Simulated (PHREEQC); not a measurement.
Consider water at 25 °C with 0.68 mol/kgw HF, 0.3 mol/kgw NaF, 0.00011 mol/kgw (NH4)2SiF6 and 0.11 mol/kgw H2SO4. Closed to the air; pH follows from the charge balance.

All values are PHREEQC results (ion-association model, phreeqc.dat), not measurements.

This is a speciation only: nothing precipitates in the calculation.

Q: What pH, ionic strength does the model give?

A: pH 1.67; ionic strength 0.362 mol/kgw.

Q: In which forms is F present?

A: HF 75 %, HF2- 21 %, F- 3.8 % of the F.

SiF6-2 is the database's only silicon fluoride.
